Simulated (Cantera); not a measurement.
## Diamond growth

A diamond (100) surface in a fixed gas of H2 with x(CH4) = 0.0051, x(H) = 0.0011, x(CH3) = 0.00074, 0.158 atm; coverages are run to steady state.

Cantera simulation using the Harris–Goodwin 1993 mechanism for the reconstructed diamond (100) surface; the numbers are that mechanism's predictions, not measurements.

```
T (K)  growth (µm/h)  θ c6HH   θ c6H*  θ c6*H   θ c6**    θ c6HM
-----  -------------  ------  -------  ------  -------  --------
900             21.0   0.418  0.00623   0.174  0.00219     0.321
950             29.3   0.420  0.00904   0.214  0.00355     0.271
1000            38.1   0.420   0.0125   0.256  0.00542     0.223
1050            45.1   0.422   0.0169   0.302  0.00795     0.174
1100            45.5   0.431   0.0224   0.354   0.0113     0.119
1150            37.3   0.440   0.0288   0.408   0.0154    0.0658
1200            26.1   0.440   0.0353   0.451   0.0196    0.0296
1250            18.5   0.430   0.0411   0.479   0.0235    0.0118
1300            15.0   0.418   0.0463   0.494   0.0268   0.00451
1350            13.4   0.407   0.0510   0.502   0.0297   0.00173
1400            11.7   0.400   0.0553   0.506   0.0323  0.000665
```
θ: site fractions in the mechanism's names (c6HH fully hydrogenated, c6H* and c6*H radical sites, c6** diradical, c6HM methylated).
